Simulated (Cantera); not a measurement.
Cantera run:

```python
import numpy as np
import cantera as ct

gas_names = """
    C CN CO CO2 C2 CCN CNC C2N2 C2O C3 C3O2 C4 C4N2 C5 N NCO NO NO2 NO3 N2 N2O O O2 O3 Si SiC SiC2 SiN
    SiO SiO2 Si2 Si2C Si2N Si3
""".split()
cond_names = """
    C(gr) Si(cr) Si(L) SiC(b) SiO2(Lqz) SiO2(hqz) SiO2(L) Si2N2O(s) Si3N4(a)
""".split()


# ... load() reads the species with a 1 bar reference pressure and builds the phases ...
atoms = {
    'SiC': {'Si': 1, 'C': 1},
    'O2': {'O': 2},
    'N2': {'N': 2},
    'CO2': {'C': 1, 'O': 2},
}
top_T = {'C(gr)': 4500, 'SiC(b)': 3050, 'Si2N2O(s)': 2100, 'Si3N4(a)': 2400}  # K; cautious upper limits of use, not melting points


# ... equilibrate(T, P, feed) seeds the gas with the atoms and calls Mixture.equilibrate('TP', solver="vcs", rtol=1e-11, max_steps=5000) ...
results = []
feed = {'SiC': 1, 'O2': 0.12, 'N2': 840, 'CO2': 0.018}  # mol
P = 430000  # Pa
for T in [1500, 1575, 1650, 1725, 1800, 1875, 1950, 2025]:
    mix = equilibrate(T, P, feed)
    results.append((T, P, feed, dict(zip(mix.species_names, mix.species_moles))))

top = {s: max(r[3][s] / sum(r[3][g] for g in gas_names) for r in results) for s in gas_names}
cols = sorted((s for s in top if top[s] > 0.0001), key=lambda s: -top[s])[:6]
seen = [c for c in cond_names if any(r[3].get(c, 0) > 1e-12 for r in results)]
print("log10 of partial pressures in bar; condensed amounts in mol")
print(f"{'T/K':>10s}" + "".join(f"{s[:9]:>10s}" for s in cols + seen))
for T, P, feed, n in results:
    ng = sum(n[g] for g in gas_names)
    print(f"{T:10.4g}" + "".join(f"{np.log10(max(n[s] / ng * P / 1e5, 1e-99)):10.3f}" for s in cols)
          + "".join(f"{n.get(c, 0):10.4g}" for c in seen))
```

Output:

```
log10 of partial pressures in bar; condensed amounts in mol
       T/K        N2        CO     C(gr)    SiC(b) Si2N2O(s)  Si3N4(a)
      1500     0.633    -3.840    0.9898         0    0.2478    0.1682
      1575     0.633    -3.299    0.9198         0    0.1778    0.2148
      1650     0.633    -2.850    0.7422         0         0    0.3333
      1725     0.633    -2.850    0.7423         0         0    0.3332
      1800     0.633    -2.851    0.7426         0         0     0.333
      1875     0.633    -2.853         0    0.7432         0   0.08485
      1950     0.633    -2.859         0    0.7469         0   0.08227
      2025     0.633    -2.873         0    0.7553         0    0.0759
```

Equilibrium computed with Cantera from the NASA thermochemical tables; the gas is ideal and each condensed phase is pure. Mutual solubility and eutectic melting of coexisting phases are not modelled.
